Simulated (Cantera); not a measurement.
Feed: 1 mol Si, 4.4 mol Br₂, 0.38 mol N₂, at 30.0 Pa.

Equilibrium computed with Cantera from the NASA thermochemical tables; the gas is ideal and each condensed phase is pure. Candidate condensed phases: Br₂, Si, Si₃N₄; 13 gas species. Equilibrium is a limit: real reactors are often held back by kinetics, nucleation or transport. All values below are at 898 K.

Base state: Br₂ 0.581, SiBr₄ 0.256, N₂ 0.0972, Br 0.0662 (mole fractions); condensed: gas only.

Q: What changes in the equilibrium state with this change: 0.68 mol NH₃ added?

A: 
```
species  before   after
-------  ------  ------
HBr           0   0.388
Br₂       0.581   0.241
SiBr₄     0.256   0.190
Br       0.0662  0.0427
N₂       0.0972   0.137
```
